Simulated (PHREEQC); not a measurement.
Make-up at 63 °C: 0.24 mol/kgw K2SO4. Closed to the air; pH follows from the charge balance.

All values are PHREEQC results (ion-association model, wateq4f.dat), not measurements.

Precipitation was switched off in this run.

Q: Predict the ionic strength, activity of water.

A: ionic strength 0.506 mol/kgw; activity of water 0.990.

Q: In which forms is S present?

A: SO4-2 55 %, KSO4- 45 % of the S.

Away from 25 °C the constants follow the database's enthalpies or fits; those with neither stay at their 25 °C values.
